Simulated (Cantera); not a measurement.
Feed: 1 mol Si, 24 mol HCl, 0.35 mol N2, equilibrated at 1373.15 K and 14.0 Pa.

Method: chemical equilibrium by Gibbs-energy minimisation in Cantera with the NASA 1993 tables (ideal gas, pure condensed phases). Candidate condensed phases: NH4Cl, Si, Si3N4; 28 gas species. The tables' values for SiCl3 are old estimates; treat these amounts as uncertain. Equilibrium is a limit: real reactors are often held back by kinetics, nucleation or transport.

Base state: HCl 0.889, H2 0.0544, SiCl2 0.0256, N2 0.0145, SiCl4 0.00892, SiCl3 0.00703, Cl 0.000890, H 6.58e-5 (mole fractions); condensed: gas only.

What changes in the equilibrium state with this change: HCl from 24 to 3.3 mol?


```
species    before     after
-------  --------  --------
HCl         0.889     0.342
H2         0.0544     0.285
SiCl2      0.0256     0.262
N2         0.0145    0.0967
SiCl3     0.00703    0.0121
SiCl      1.82e-7   1.11e-5
Cl       0.000890  0.000150
```
The tables' values for SiCl3, SiCl are old estimates; treat these amounts as uncertain.

What changes in the equilibrium state with this change: pressure from 14.0 Pa to 3.00 Pa?


```json
[
 {"species": "HCl", "before": "0.889", "after": "0.895"},
 {"species": "H2", "before": "0.0544", "after": "0.0474"},
 {"species": "SiCl2", "before": "0.0256", "after": "0.0337"},
 {"species": "N2", "before": "0.0145", "after": "0.0144"},
 {"species": "SiHCl3", "before": "3.46e-5", "after": "9.83e-6"},
 {"species": "SiCl4", "before": "0.00892", "after": "0.00293"},
 {"species": "Cl", "before": "0.000890", "after": "0.00207"},
 {"species": "H", "before": "6.58e-5", "after": "0.000133"}
]
```
